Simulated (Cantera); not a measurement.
Feed: 1 mol B2O3, 1.5 mol F2, 0.62 mol O2, 4.2 mol HCl, equilibrated at 1.30e-5 bar.

Method: chemical equilibrium by Gibbs-energy minimisation in Cantera with the NASA 1993 tables (ideal gas, pure condensed phases). Candidate condensed phases: B, B2O3, B3O3H3, H2O; 56 gas species. The tables' values for BOCl are old estimates; treat these amounts as uncertain. Equilibrium is a limit: real reactors are often held back by kinetics, nucleation or transport.

x: gas mole fraction; n: condensed amount in mol.

```json
[
 {"T (°C)": "500", "x HCl": "0.526", "x BOF": "5.32e-5", "x O2": "0.181", "x BF3": "0.118", "x HF": "0.0867", "x Cl": "0.000337", "x Cl2": "0.0617", "x H2O": "0.0186", "x B3O3F3": "0.00749", "n B2O3(l)": "0.545"},
 {"T (°C)": "550", "x HCl": "0.536", "x BOF": "0.000320", "x O2": "0.183", "x BF3": "0.117", "x HF": "0.0867", "x Cl": "0.00103", "x Cl2": "0.0553", "x H2O": "0.0124", "x B3O3F3": "0.00861", "n B2O3(l)": "0.537"},
 {"T (°C)": "600", "x HCl": "0.542", "x BOF": "0.00156", "x O2": "0.185", "x BF3": "0.115", "x HF": "0.0862", "x Cl": "0.00276", "x Cl2": "0.0503", "x H2O": "0.00857", "x B3O3F3": "0.00961", "n B2O3(l)": "0.528"},
 {"T (°C)": "650", "x HCl": "0.543", "x BOF": "(withheld)", "x O2": "0.185", "x BF3": "0.112", "x HF": "0.0855", "x Cl": "(withheld)", "x Cl2": "(withheld)", "x H2O": "(withheld)", "x B3O3F3": "0.0104", "n B2O3(l)": "0.511"},
 {"T (°C)": "700", "x HCl": "0.537", "x BOF": "(withheld)", "x O2": "0.182", "x BF3": "0.104", "x HF": "0.0844", "x Cl": "(withheld)", "x Cl2": "(withheld)", "x H2O": "(withheld)", "x B3O3F3": "0.0106", "n B2O3(l)": "0.474"},
 {"T (°C)": "750", "x HCl": "0.519", "x BOF": "0.0644", "x O2": "0.176", "x BF3": "0.0867", "x HF": "0.0820", "x Cl": "0.0268", "x Cl2": "0.0316", "x H2O": "0.00371", "x B3O3F3": "0.00946", "n B2O3(l)": "0.378"},
 {"T (°C)": "800", "x HCl": "0.481", "x BOF": "0.152", "x O2": "0.163", "x BF3": "0.0526", "x HF": "0.0756", "x Cl": "0.0429", "x Cl2": "0.0207", "x H2O": "0.00341", "x B3O3F3": "0.00611", "n B2O3(l)": "0.165"},
 {"T (°C)": "850", "x HCl": "0.443", "x BOF": "0.221", "x O2": "0.151", "x BF3": "0.0254", "x HF": "0.0781", "x Cl": "0.0623", "x Cl2": "0.0126", "x H2O": "0.00339", "x B3O3F3": "0.00120", "n B2O3(l)": "0"},
 {"T (°C)": "900", "x HCl": "0.413", "x BOF": "0.230", "x O2": "0.143", "x BF3": "0.0143", "x HF": "0.0971", "x Cl": "0.0893", "x Cl2": "0.00827", "x H2O": "0.00332", "x B3O3F3": "0.000110", "n B2O3(l)": "0"}
]
```

Question: Some entries are withheld; supply them.

Answer: 
- 700, x BOF: 0.0220
- 700, x Cl: 0.0142
- 700, x Cl2: 0.0398
- 700, x H2O: 0.00460
- 650, x BOF: 0.00636
- 650, x Cl: 0.00662
- 650, x Cl2: 0.0456
- 650, x H2O: 0.00613
